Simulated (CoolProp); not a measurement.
Properties of benzene along the isobar 33.3 bar (Tc = 562.0 K, pc = 49.06 bar, ω = 0.211).

Values from CoolProp's reference Helmholtz-energy equation of state, Thol 2012.

| T (K) | phase | Z | Joule-Thomson coefficient (K/MPa) | viscosity (µPa s) |
|---|---|---|---|---|
| 475.1 | liquid | 0.09937 | 0.09267 | 120 |
| 491.2 | liquid | 0.1003 | 0.2521 | 105 |
| 507.3 | liquid | 0.1022 | 0.5136 | 90.8 |
| 523.4 | liquid | 0.1061 | 1.042 | 76.8 |
| 539.5 | gas | 0.6276 | 15.82 | 14.5 |
| 555.6 | gas | 0.6885 | 12.37 | 14.7 |
| 571.7 | gas | 0.7318 | 10.28 | 15.0 |
| 587.8 | gas | 0.7654 | 8.821 | 15.4 |
| 603.9 | gas | 0.7926 | 7.725 | 15.7 |
| 620 | gas | 0.8152 | 6.865 | 16.1 |

Viscosity comes from a separate model (Avgeri 2014).
